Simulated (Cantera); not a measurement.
**CH3SiH3 + C3H8 + H2 (silicon carbide growth)**

Input: 1 mol CH3SiH3, 0.044 mol C3H8, 500 mol H2, equilibrated at 0.100 bar.

Cantera equilibrium calculation (NASA polynomials, part measured and part estimated; ideal gas, pure solids and liquids). Candidate condensed phases: C, C6H6, C7H8, C8H18, Si, SiC; 87 gas species. The feed counts by its element totals alone. Gases not in the tables: Si2H6 and higher silanes. Kinetics and transport are ignored.

```
T (K)   x H2       x H      x Si  x C2H2 (acetylene)     x SiH  n C(graphite)  n SiC(s)
-----  -----  --------  --------  ------------------  --------  -------------  --------
1675   0.999  0.000367   5.83e-8             5.80e-5   3.10e-8         0.0123     1.000
1750   0.999  0.000735   3.22e-7             9.03e-5   1.35e-7              0     1.000
1825   0.998   0.00139   1.74e-6            0.000107   5.83e-7              0     0.998
1900   0.997   0.00251   8.29e-6            0.000121   2.27e-6              0     0.993
1975   0.995   0.00432   3.41e-5            0.000145   7.74e-6              0     0.973
2050   0.992   0.00715  0.000116            0.000202   2.21e-5              0     0.915
2125   0.988    0.0114  0.000326            0.000336   5.28e-5              0     0.771
2200   0.981    0.0176  0.000796            0.000622  0.000110              0     0.448
2275   0.971    0.0265   0.00147             0.00100  0.000176              0         0
2350   0.958    0.0386   0.00158             0.00102  0.000164              0         0
```
x: gas mole fraction; n: condensed amount in mol.

At 1675 K the condensed part is C(graphite) + SiC(s). From 1750 K to 2200 K the condensed part is SiC(s). From 2275 K to 2350 K nothing is condensed. The main Si-bearing gas is SiH2 at 1675 K and Si at 2350 K.
